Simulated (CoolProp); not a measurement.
Properties of decamethyltetrasiloxane (MD2M) at several states.

Values from CoolProp's reference Helmholtz-energy equation of state, Thol 2017.

```tsv
T (°C)	p (bar)	phase	density (kg/m³)	cp (kJ/(kg K))	expansivity (1/kK)	fugacity coefficient
112.05	33.7	liquid	769.1	1.924	1.277	0.003444
186.55	7.86	liquid	680.7	2.091	1.764	0.1085
64.65	21.2	liquid	812.9	1.819	1.201	0.0004869
111.05	0.323	liquid	761.8	1.930	1.373	0.2261
199.95	1	gas	8.488	1.824	2.707	0.9353
306.65	0.709	gas	4.676	2.006	1.876	0.9776
```
